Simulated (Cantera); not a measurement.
Input: 1 mol SiCl₄, 0.057 mol HCl, a varied amount of H₂, held at 0.570 bar.

Method: chemical equilibrium by Gibbs-energy minimisation in Cantera with the NASA 1993 tables (ideal gas, pure condensed phases). Candidate condensed phases: Si; 19 gas species. The tables' values for SiCl₃ are old estimates. The numbers say what is thermodynamically allowed, not how fast it happens.

Stable condensed phases, one row left out:

```
T in °C \ n(H₂) in mol
          28  34  41  50  60  73  89 110 130 160 190
   1450    A   A   A   A   A   A   A   A   A   A   A
   1375    A   A   A   A   A   A   A   A   A   A   A
   1300    A   A   A   A   A   A   A   A   A   A   A
   1225    A   A   A   A   A   A   A   A   A   A   A
   1150    A   A   A   A   A   A   A   A   A   A   A
   1075    A   A   A   A   A   A   A   A   A   A   A
   1000    A   A   A   A   A   A   A   A   A   A   A
    925    A   A   A   A   A   A   A   A   A   A   A
    850    A   A   A   A   A   A   A   A   A   A   A
    775    B   B   B   B   A   A   A   A   A   A   A
    625    B   B   B   B   B   B   B   B   B   B   B
    550    B   B   B   B   B   B   B   B   B   B   B
```

A: Si; B: gas only.

Problem. Give the row for 700 °C.

Solution. 28: gas only; 34: gas only; 41: gas only; 50: gas only; 60: gas only; 73: gas only; 89: gas only; 110: gas only; 130: gas only; 160: gas only; 190: Si.
